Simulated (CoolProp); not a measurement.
Vapour-liquid equilibrium of C3F8 (R218) (1) + c-C4F8 (RC318) (2) at 243.5 K; x and y are mole fractions of (1).

The numbers come from the multi-fluid Helmholtz-energy mixture model, Lemmon 2006 and Platzer 1990; pair parameters Bell 2016 in CoolProp. This equation is an older, rougher fit; its heat capacities, sound speeds and derivatives of the liquid may be far off and weren't checked against measurements.

| x | bubble pressure (kPa) | y at the bubble point | dew pressure at overall composition x (kPa) | liquid density (mol/L) |
|---|---|---|---|---|
| 0.05 | 35.25 | 0.089 | 34.60 | 8.496 |
| 0.2 | 42.68 | 0.386 | 37.45 | 8.534 |
| 0.35 | 55.23 | 0.638 | 41.47 | 8.556 |
| 0.5 | 72.14 | 0.804 | 47.24 | 8.559 |
| 0.65 | 91.72 | 0.902 | 56.09 | 8.544 |
| 0.8 | 112.1 | 0.958 | 71.56 | 8.507 |
| 0.95 | 132.0 | 0.992 | 108.4 | 8.447 |

No azeotrope shows between x = 0.05 and 0.95.

The pair parameters rest on a limited set of measurements; away from them the model extrapolates.
